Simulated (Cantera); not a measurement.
A closed system holds: 1 mol SiH₄, 0.03 mol C₃H₈, 9.5 mol H₂, held at 0.100 bar.

Method: chemical equilibrium by Gibbs-energy minimisation in Cantera with the NASA 1993 tables (ideal gas, pure condensed phases). Candidate condensed phases: C, C₆H₆, C₇H₈, C₈H₁₈, Si, SiC; 87 gas species. Mutual solubility and eutectic melting of coexisting phases are not modelled. Gases not in the tables: Si₂H₆ and higher silanes. Equilibrium is a limit: real reactors are often held back by kinetics, nucleation or transport. All values below are at 1727 °C.

Base state: H₂ 0.994, H 0.00513, Si 0.000435, SiH₂ 0.000106, SiH 9.31e-5, Si₂C 1.19e-5 (mole fractions); condensed: Si(l) + SiC(s).

Q: What changes in the equilibrium state with this change: SiH₄ replaced by SiHCl₃?

A: 
```csv
species,before,after
H₂,0.994,0.797
HCl,0,0.139
SiCl₂,0,0.0578
SiCl₃,0,0.000652
SiCl,0,0.000636
Cl,0,0.000595
SiHCl₃,0,1.89e-5
"Si(l), mol",0.902,0.214
"SiC(s), mol",0.0898,0.0898
```
The tables' values for SiCl₃, SiCl are old estimates; treat these amounts as uncertain.
